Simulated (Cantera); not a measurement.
Input: 1 mol Na2CO3, 0.19 mol CO2, 0.033 mol O2, at 0.0120 bar.

These are equilibrium values from Cantera (NASA tables, ideal gas, pure condensed phases), not measurements of a reactor. Candidate condensed phases: C, Na, NaO2, Na2CO3, Na2O, Na2O2; 16 gas species. Kinetics and transport are ignored. All values below are at 2000 K.

Base state: Na 0.531, CO2 0.308, O2 0.145, CO 0.00980, NaO 0.00353, O 0.00232, Na2 1.61e-5, Na2O 1.47e-5 (mole fractions); condensed: gas only.

**Question.** What changes in the equilibrium state with this change: pressure from 0.0120 bar to 1 atm?

**Answer.** 
```json
[
 {"species": "CO2", "before": "0.308", "after": "0.770"},
 {"species": "O2", "before": "0.145", "after": "0.146"},
 {"species": "Na", "before": "0.531", "after": "0.0762"},
 {"species": "CO", "before": "0.00980", "after": "0.00265"},
 {"species": "Na2O", "before": "1.47e-5", "after": "0.000236"},
 {"species": "O", "before": "0.00232", "after": "0.000254"},
 {"species": "Na2", "before": "1.61e-5", "after": "2.79e-5"},
 {"species": "NaO", "before": "0.00353", "after": "0.00468"},
 {"species": "Na2CO3(l), mol", "before": "0", "after": "0.989"}
]
```

**Question.** What changes in the equilibrium state with this change: pressure from 0.0120 bar to 0.270 bar?

**Answer.** 
```json
[
 {"species": "Na", "before": "0.531", "after": "0.522"},
 {"species": "CO2", "before": "0.308", "after": "0.320"},
 {"species": "O2", "before": "0.145", "after": "0.137"},
 {"species": "NaO", "before": "0.00353", "after": "0.0160"},
 {"species": "Na2O", "before": "1.47e-5", "after": "0.00148"},
 {"species": "Na2", "before": "1.61e-5", "after": "0.000349"},
 {"species": "O", "before": "0.00232", "after": "0.000476"},
 {"species": "CO", "before": "0.00980", "after": "0.00221"}
]
```
